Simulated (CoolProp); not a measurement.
Properties of methane along the isobar 0.101 MPa (Tc = -82.6 °C, pc = 4.599 MPa, ω = 0.011).

Values from CoolProp's reference Helmholtz-energy equation of state, Setzmann 1991.

| T (°C) | phase | density (kg/m³) | cp (kJ/(kg K)) | Joule-Thomson coefficient (K/MPa) | Prandtl number | fugacity coefficient |
|---|---|---|---|---|---|---|
| -166.15 | liquid | 429.1 | 3.449 | -0.4350 | 2.36 | 0.6543 |
| -157.35 | gas | 1.739 | 2.193 | 27.13 | 0.816 | 0.9690 |
| -148.55 | gas | (withheld) | 2.160 | 22.94 | 0.809 | 0.9751 |
| -139.65 | gas | 1.491 | 2.140 | 19.81 | 0.802 | 0.9796 |
| -130.85 | gas | 1.394 | 2.126 | 17.40 | 0.795 | 0.9830 |
| -122.05 | gas | 1.309 | (withheld) | 15.48 | 0.789 | 0.9857 |
| -113.25 | gas | 1.234 | 2.111 | 13.92 | 0.783 | 0.9878 |
| -104.35 | gas | 1.167 | 2.107 | 12.60 | 0.777 | 0.9896 |
| -95.55 | gas | 1.107 | 2.105 | 11.49 | 0.771 | 0.9910 |
| -86.75 | gas | 1.054 | 2.104 | 10.53 | 0.766 | 0.9922 |
| -77.85 | gas | 1.005 | 2.105 | 9.692 | (withheld) | 0.9932 |
| -69.05 | gas | 0.9606 | 2.107 | 8.959 | (withheld) | 0.9940 |
| -60.25 | gas | 0.9202 | 2.111 | 8.308 | 0.754 | 0.9947 |

Task: What belongs in the gaps?

Result: 
- -148.55, density (kg/m³): 1.605
- -122.05, cp (kJ/(kg K)): 2.117
- -77.85, Prandtl number: 0.762
- -69.05, Prandtl number: 0.758

Viscosity comes from a separate model (Quiñones-Cisneros 2006). Thermal conductivity comes from a separate model (Friend 1989).
